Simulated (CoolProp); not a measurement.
Properties of R1224YDZ at several states.

Values from CoolProp's reference Helmholtz-energy equation of state, Akasaka 2023.

```
T (K)  p (MPa)   phase         Z  cv (kJ/(kg K))  speed of sound (m/s)  expansivity (1/kK)  fugacity coefficient
-----  -------  ------  --------  --------------  --------------------  ------------------  --------------------
212.8   0.0391  liquid  0.002084          0.7119                 960.9               1.516               0.03857
311.7    0.572  liquid   0.02477          0.8331                 568.8               2.196                0.3812
260.6    0.422  liquid   0.01982          0.7643                 764.0               1.717               0.07252
415.2     6.36  liquid    0.2735          0.9684                 279.3               4.655                0.3414
222.5   0.0543  liquid  0.002809          0.7207                 919.0               1.546               0.05815
```
